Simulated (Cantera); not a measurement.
Input: 1 mol SiH4, 0.31 mol NH3, 0.65 mol N2, at 1.33 mbar.

Cantera equilibrium calculation (NASA polynomials, part measured and part estimated; ideal gas, pure solids and liquids). Candidate condensed phases: Si, Si3N4; 18 gas species. Rates play no part. All values below are at 1175 K.

Base state: H2 0.947, N2 0.0531 (mole fractions); condensed: Si3N4(s).

### Question
What changes in the equilibrium state with this change: SiH4 replaced by trisilylamine?

### Answer
```
species        before    after
-------------  ------  -------
H2              0.947    1.000
N2             0.0531  9.68e-6
Si3N4(s), mol   0.333    0.652
Si(s), mol          0     1.04
```
The feed counts by its element totals alone. Mutual solubility and eutectic melting of coexisting phases are not modelled.
